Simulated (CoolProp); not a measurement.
Vapour-liquid equilibrium of isopentane (1) + R365MFC (2) at 94.55 °C; x and y are mole fractions of (1).

Model: multi-fluid Helmholtz-energy mixture model, Lemmon 2006 and Lemmon 2016; pair parameters Bell 2016, in CoolProp.

```tsv
x	bubble pressure, mixture model (kPa)	bubble pressure, Raoult's law (kPa)	y, mixture model	y, Raoult's law
0.05	566.9	520.1	0.123	0.062
0.125	631.9	529.6	0.254	0.151
0.2	681.2	539.2	0.346	0.238
0.275	717.6	548.7	0.415	0.321
0.35	743.8	558.3	0.470	0.402
0.425	761.7	567.8	0.515	0.480
0.5	773.1	577.4	0.556	0.555
0.575	778.8	586.9	0.594	0.628
0.65	779.0	596.4	0.634	0.699
0.725	772.8	606.0	0.678	0.767
0.8	758.2	615.5	0.731	0.833
0.875	731.5	625.1	0.801	0.897
0.95	686.2	634.6	0.902	0.960
```

The largest gap from Raoult's law is +34.1 % in bubble pressure, at x = 0.425. y crosses x between x = 0.575 and 0.65: the model has an azeotrope there.

The pair parameters rest on a limited set of measurements; away from them the model extrapolates.
